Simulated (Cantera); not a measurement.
Premixed flame

A freely propagating, adiabatic, planar premixed flame of 10.0 % CH4, 18.2 % O2, 68.5 % N2, 3.30 % H2O, equivalence ratio 1.1, unburnt at 700 K and 1.50 bar; unity-Lewis-number transport, grid criteria slope 0.08 and curve 0.16, no radiation.

Cantera simulation using GRI-Mech 3.0 (53 species, 325 reactions); the numbers are that mechanism's predictions, not measurements. Unity Lewis numbers drop preferential diffusion, which matters most where H2 and H carry the flame. Burning velocities carry a grid error of a few per cent, more on coarse grids.

| z (mm) | T (K) | u (m/s) | x CH4 | x O2 | x H2O | x H | x H2 | x CO |
|---|---|---|---|---|---|---|---|---|
| -0.838 | 701 | 0.999 | 0.100 | 0.182 | 0.0331 | <1e-8 | 1.86e-5 | 2.88e-5 |
| -0.559 | 706 | 1.01 | 0.0997 | 0.182 | 0.0337 | <1e-8 | 0.000147 | 0.000228 |
| -0.419 | 723 | 1.03 | 0.0984 | 0.180 | 0.0354 | <1e-8 | 0.000566 | 0.000876 |
| -0.279 | 806 | 1.15 | 0.0921 | 0.171 | 0.0444 | 8.57e-8 | 0.00268 | 0.00415 |
| -0.140 | 1177 | 1.70 | 0.0627 | 0.130 | 0.0865 | 1.44e-5 | 0.0126 | 0.0195 |
| -0.0698 | 1551 | 2.28 | 0.0320 | 0.0860 | 0.131 | 0.000354 | 0.0229 | 0.0358 |
| 0 | 1928 | 2.88 | 0.00507 | 0.0386 | 0.175 | 0.00465 | 0.0290 | 0.0507 |
| 0.0698 | 2066 | 3.09 | 0.000151 | 0.0181 | 0.188 | 0.00989 | 0.0241 | 0.0479 |
| 0.140 | 2112 | 3.15 | 2.63e-6 | 0.0135 | 0.190 | 0.0104 | 0.0228 | 0.0421 |
| 0.279 | 2171 | 3.22 | <1e-8 | 0.0107 | 0.192 | 0.00870 | 0.0221 | 0.0375 |
| 0.559 | 2240 | 3.31 | <1e-8 | 0.00812 | 0.198 | 0.00608 | 0.0199 | 0.0345 |
| 1.12 | 2306 | 3.39 | <1e-8 | 0.00561 | 0.203 | 0.00387 | 0.0174 | 0.0318 |
| 2.23 | 2354 | 3.45 | <1e-8 | 0.00368 | 0.207 | 0.00252 | 0.0155 | 0.0294 |
x: mole fraction of selected species; z is measured from the peak of heat release.

The laminar burning velocity is 99.8 cm/s. The thermal thickness is 0.279 mm. The peak x(H) comes out as 0.0105 and the peak x(H2) is 0.0291. The peak x(CO) is 0.0516 and the grid points is 133.
